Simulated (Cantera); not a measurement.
An adiabatic, constant-pressure homogeneous reactor starts with H2 : O2 : N2 : NO = 1 : 0.217 : 0.817 : 0.0043 (molar parts), at 1675 K and 4.10 bar.

Detailed kinetics in Cantera: GRI-Mech 3.0 (53 species, 325 reactions). The hydrogen kinetics of GRI-Mech 3.0 are dated; newer H2 mechanisms differ, most at raised pressure.

One state of this run: T (K) = 2919; x H2 = 0.291; x O2 = 0.000171; x NO = 0.000923; x H2O2 = 9.14e-8; x H = 0.0329; x N2 = 0.440; x HO2 = 3.75e-7. x: mole fraction; the columns are a selection and need not sum to one.

Q: Which value of t (s) does it belong to?
A. 1.05e-5
B. 2.76e-5
C. 1.14
D. 4.00e-6

A: C, 1.14
